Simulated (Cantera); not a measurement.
An isothermal, constant-pressure homogeneous reactor starts with NO : N₂ = 1 : 0.12 (molar parts), at 1975 K and 100000 Pa.

Cantera simulation using GRI-Mech 3.0 (53 species, 325 reactions); the numbers are that mechanism's predictions, not measurements.

x: mole fraction; the columns are a selection and need not sum to one.

| t (s) | x NO | x O₂ | x N₂O | x N₂ | x NO₂ |
|---|---|---|---|---|---|
| 3.00e-6 | 0.893 | 3.86e-9 | … | 0.107 | 2.52e-7 |
| 2.62e-5 | 0.893 | 2.11e-7 | … | 0.107 | 1.10e-5 |
| 0.000228 | 0.892 | 1.68e-5 | … | 0.107 | 0.000153 |
| 0.00199 | 0.889 | 0.00123 | 0.000361 | 0.108 | 0.000413 |
| 0.0173 | 0.864 | 0.0139 | 0.000342 | 0.121 | 0.000543 |
| 0.151 | 0.676 | 0.108 | … | 0.215 | 0.000896 |
| 1.32 | 0.153 | 0.370 | … | 0.477 | 0.000364 |
| 11.5 | 0.0102 | 0.441 | 4.19e-7 | 0.548 | 2.66e-5 |
| 100 | 0.00868 | 0.442 | 4.08e-7 | 0.549 | 2.26e-5 |

Q: What belongs in the gaps?

A: 
- 3.00e-6, x N₂O: 2.30e-6
- 2.62e-5, x N₂O: 1.96e-5
- 0.000228, x N₂O: 0.000140
- 0.151, x N₂O: 0.000200
- 1.32, x N₂O: 9.87e-6
